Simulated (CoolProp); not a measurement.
A Linde-Hampson liquefier for normal hydrogen: isothermal reversible compression at 290 K from 1 atm to 30 MPa, throttling to 1 atm, return gas leaving the recuperator 0 K below the feed. Each further row changes one setting.

Model: reference Helmholtz-energy equation of state, Leachman 2009, in CoolProp.

```tsv
case	compression work (kJ/kg of gas)
as stated	7030
high pressure 60 MPa	8090
warm-end temperature 320 K	7740
warm-end gap 5 K	7030
```
